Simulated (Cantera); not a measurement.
What does this Cantera script print?

```python
import numpy as np
import cantera as ct

gas_names = """
    CL CL2 H HCL H2 Si SiCL SiCL2 SiCL3 SiCL4 SiH SiHCL3 SiH2 SiH2CL2 SiH3 SiH3CL SiH4 Si2 Si3
""".split()
cond_names = """
    Si(cr) Si(L)
""".split()


# ... load() reads the species with a 1 bar reference pressure and builds the phases ...
atoms = {
    'SiH2Cl2': {'Si': 1, 'H': 2, 'CL': 2},
    'H2': {'H': 2},
}
top_T = {}  # K; cautious upper limits of use, not melting points


# ... equilibrate(T, P, feed) seeds the gas with the atoms and calls Mixture.equilibrate('TP', solver="vcs", rtol=1e-11, max_steps=5000) ...
results = []
feed = {'SiH2Cl2': 1, 'H2': 11}  # mol
P = 270  # Pa
for T in [1273, 1323, 1373, 1423, 1473, 1523, 1573, 1623, 1673, 1723, 1773, 1823]:
    mix = equilibrate(T, P, feed)
    results.append((T, P, feed, dict(zip(mix.species_names, mix.species_moles))))

top = {s: max(r[3][s] / sum(r[3][g] for g in gas_names) for r in results) for s in gas_names}
cols = sorted((s for s in top if top[s] > 0.001), key=lambda s: -top[s])[:6]
seen = [c for c in cond_names if any(r[3].get(c, 0) > 1e-12 for r in results)]
print("log10 of partial pressures in bar; condensed amounts in mol")
print(f"{'T/K':>10s}" + "".join(f"{s[:9]:>10s}" for s in cols + seen))
for T, P, feed, n in results:
    ng = sum(n[g] for g in gas_names)
    print(f"{T:10.4g}" + "".join(f"{np.log10(max(n[s] / ng * P / 1e5, 1e-99)):10.3f}" for s in cols)
          + "".join(f"{n.get(c, 0):10.4g}" for c in seen))
```

Result:

```
log10 of partial pressures in bar; condensed amounts in mol
       T/K        H2       HCL     SiCL2         H     SiCL3        Si    Si(cr)     Si(L)
      1273    -2.625    -3.600    -4.162    -7.459    -5.301   -10.744    0.6292         0
      1323    -2.626    -3.597    -4.132    -7.113    -5.456   -10.052    0.6217         0
      1373    -2.626    -3.599    -4.113    -6.790    -5.613    -9.411    0.6143         0
      1423    -2.626    -3.602    -4.099    -6.491    -5.764    -8.816    0.6071         0
      1473    -2.626    -3.606    -4.088    -6.211    -5.908    -8.262    0.6003         0
      1523    -2.625    -3.610    -4.079    -5.949    -6.043    -7.744    0.5939         0
      1573    -2.625    -3.614    -4.072    -5.704    -6.171    -7.260    0.5877         0
      1623    -2.626    -3.618    -4.066    -5.473    -6.291    -6.806    0.5815         0
      1673    -2.626    -3.622    -4.061    -5.256    -6.405    -6.379    0.5747         0
      1723    -2.627    -3.617    -4.069    -5.052    -6.516    -6.007         0     0.578
      1773    -2.628    -3.609    -4.083    -4.860    -6.623    -5.672         0    0.5833
      1823    -2.631    -3.603    -4.099    -4.679    -6.727    -5.355         0    0.5815
```

Equilibrium computed with Cantera from the NASA thermochemical tables; the gas is ideal and each condensed phase is pure. The tables' values for SiCl3, SiCl are old estimates; treat these amounts as uncertain. Gases not in the tables: Si2H6 and higher silanes.
